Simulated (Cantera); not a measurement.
A Cantera script and its output.

```python
import numpy as np
import cantera as ct

gas = ct.Solution("gri30.yaml")
gas.TPX = 1298, 1333, {'N2O': 1, 'O2': 0.092}
inlet = ct.Reservoir(gas, clone=True)

reactor = ct.IdealGasConstPressureReactor(gas, energy="off", clone=False)
exhaust = ct.Reservoir(gas, clone=True)
tau = [3.9, 2, 1.1, 0.57, 0.3, 0.16, 0.085, 0.045, 0.024, 0.013, 0.0067][0]
for a, b in ((inlet, reactor), (reactor, exhaust)):
    ct.MassFlowController(a, b, mdot=lambda t: reactor.mass / tau)
net = ct.ReactorNet([reactor])
show = ['N2O', 'O2', 'NO', 'O', 'NO2', 'N2']

rows = []
print(f"{'tau/s':>10s}{'T/K':>9s}" + "".join(f"{s:>11s}" for s in show))
for tau in [3.9, 2, 1.1, 0.57, 0.3, 0.16, 0.085, 0.045, 0.024, 0.013, 0.0067]:
    net.initial_time = 0.0
    net.advance(30 * tau)
    before = gas.X
    net.advance(40 * tau)
    drift = np.max(np.abs(gas.X - before) / (gas.X + 1e-9))
    rows.append([gas.T, *gas[show].X, drift])
    print(f"{tau:10.3e}{gas.T:9.1f}" + "".join(f"{x:11.3e}" for x in gas[show].X))
```

Result:

```
     tau/s      T/K        N2O         O2         NO          O        NO2         N2
 3.900e+00   1298.0  7.269e-01  1.340e-01  1.911e-02  7.436e-06  3.527e-06  1.200e-01
 2.000e+00   1298.0  8.081e-01  1.126e-01  1.090e-02  7.439e-06  1.789e-06  6.840e-02
 1.100e+00   1298.0  8.532e-01  1.007e-01  6.329e-03  7.440e-06  9.185e-07  3.972e-02
 5.700e-01   1298.0  8.822e-01  9.307e-02  3.391e-03  7.439e-06  4.096e-07  2.128e-02
 3.000e-01   1298.0  8.978e-01  8.897e-02  1.815e-03  7.435e-06  1.697e-07  1.140e-02
 1.600e-01   1298.0  9.061e-01  8.679e-02  9.761e-04  7.428e-06  6.472e-08  6.131e-03
 8.500e-02   1298.0  9.106e-01  8.560e-02  5.201e-04  7.414e-06  2.229e-08  3.271e-03
 4.500e-02   1298.0  9.130e-01  8.496e-02  2.751e-04  7.386e-06  7.049e-09  1.733e-03
 2.400e-02   1298.0  9.143e-01  8.463e-02  1.459e-04  7.336e-06  2.133e-09  9.227e-04
 1.300e-02   1298.0  9.150e-01  8.445e-02  7.813e-05  7.246e-06  6.384e-10  4.974e-04
 6.700e-03   1298.0  9.153e-01  8.435e-02  3.930e-05  7.069e-06  1.665e-10  2.536e-04
```

Detailed kinetics in Cantera: GRI-Mech 3.0 (53 species, 325 reactions). GRI-Mech 3.0 was tuned for natural gas; its chemistry of N2O as a main component is partial and can be far from experiment. Radical loss at walls, strong at low pressure, is not modelled. The mechanism lacks the step 2 NO + O2 → 2 NO2, which can matter for NO2 below about 1400 K. The temperature is held fixed by assumption; the heat of reaction is taken as removed at once.
